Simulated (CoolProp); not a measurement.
A Linde-Hampson liquefier for nitrogen: isothermal reversible compression at 230 K from 1 atm to 25 MPa, throttling to 1 atm, return gas leaving the recuperator 5 K below the feed. Each further row changes one setting.

Values from CoolProp's reference Helmholtz-energy equation of state, Span 2000.

```
case                        liquid yield per pass  compression work (kJ/kg of gas)
--------------------------  ---------------------  -------------------------------
as stated                              (withheld)                              366
high pressure 50 MPa                   (withheld)                       (withheld)
warm-end temperature 260 K             (withheld)                              421
warm-end gap 10 K                           0.153                              366
```

### Question
Complete the blanks.

### Answer

- as stated, liquid yield per pass: 0.165
- high pressure 50 MPa, liquid yield per pass: 0.171
- high pressure 50 MPa, compression work (kJ/kg of gas): 423
- warm-end temperature 260 K, liquid yield per pass: 0.115
